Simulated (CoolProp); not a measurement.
Saturated liquid density (kg/m³) of c-C4F8 (RC318): the reference equation beside estimates from Tc = 115.2 °C, pc = 2.778 MPa, ω = 0.355. Rackett uses Z = 0.29056 − 0.08775 ω.

Computed with CoolProp (reference Helmholtz-energy equation of state, Platzer 1990). This equation is an older, rougher fit; its heat capacities, sound speeds and derivatives of the liquid may be far off and weren't checked against measurements.

```
T (°C)  reference  Rackett  van der Waals  Redlich-Kwong  Peng-Robinson
------  ---------  -------  -------------  -------------  -------------
5.85         1572     1697          966.1              ?           1675
10.95        1553     1676          954.3           1374           1653
16.05        1534     1654          942.1           1353           1630
21.15        1514     1632              ?           1330           1606
26.25        1493     1608          916.8           1307           1581
31.35        1472     1585          903.5           1283              ?
36.45           ?     1560          889.8           1258           1526
41.55           ?     1535          875.6           1233           1497
46.65        1405     1509          860.8           1206           1467
51.75        1381     1483          845.5           1179           1434
```

Q: Some entries are withheld; supply them.

A: 
- 5.85, Redlich-Kwong: 1395
- 21.15, van der Waals: 929.6
- 31.35, Peng-Robinson: 1554
- 36.45, reference: 1451
- 41.55, reference: 1428

Absolute difference from the reference over all 10 rows, mean and median: Rackett 7.7 and 7.7 %, van der Waals 38.6 and 38.6 %, Redlich-Kwong 12.8 and 12.6 %, Peng-Robinson 5.5 and 5.7 %.
